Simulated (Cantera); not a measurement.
An isothermal, constant-pressure homogeneous reactor starts with 12.0 % H₂, 66.4 % O₂, 19.9 % N₂, 1.73 % H₂O, equivalence ratio 0.090, at 1000 K and 0.00207 atm.

Computed with Cantera and the H2/O2 subset of GRI-Mech 3.0, which has no nitrogen chemistry. Radical loss at walls, strong at low pressure, is not modelled. The temperature is held fixed by assumption; the heat of reaction is taken as removed at once.

x: mole fraction; the columns are a selection and need not sum to one.

```tsv
t (s)	x H₂	x O₂	x O	x H₂O	x HO₂	x H	x H₂O₂
3.00e-6	0.120	0.664	<1e-12	0.0173	<1e-12	<1e-12	<1e-12
1.35e-5	0.120	0.664	<1e-12	0.0173	1.63e-12	1.62e-12	<1e-12
6.04e-5	0.120	0.664	<1e-12	0.0173	7.33e-12	7.16e-12	<1e-12
0.000271	0.120	0.664	3.26e-12	0.0173	3.29e-11	3.06e-11	<1e-12
0.00122	0.120	0.664	5.47e-11	0.0173	1.48e-10	1.47e-10	<1e-12
0.00546	0.120	0.664	2.08e-9	0.0173	6.73e-10	3.32e-9	<1e-12
0.0245	0.118	0.663	0.000397	0.0183	8.06e-7	0.000626	5.83e-10
0.110	0.00385	0.607	0.0325	0.115	1.51e-6	0.0371	2.04e-8
0.493	0.00161	0.630	0.0121	0.137	1.54e-6	0.00865	3.16e-8
2.21	?	0.642	?	0.145	?	?	?
9.93	4.15e-6	0.643	3.11e-5	0.145	8.88e-8	1.10e-6	1.30e-8
44.6	3.70e-7	0.643	2.86e-6	0.145	1.06e-8	3.07e-8	3.69e-9
200	5.35e-8	0.643	4.21e-7	0.145	1.76e-9	1.73e-9	1.04e-9
```

### Question
Complete the blanks.

### Answer

- 2.21, x H₂: 0.000101
- 2.21, x O: 0.000733
- 2.21, x HO₂: 7.22e-7
- 2.21, x H: 0.000126
- 2.21, x H₂O₂: 3.57e-8
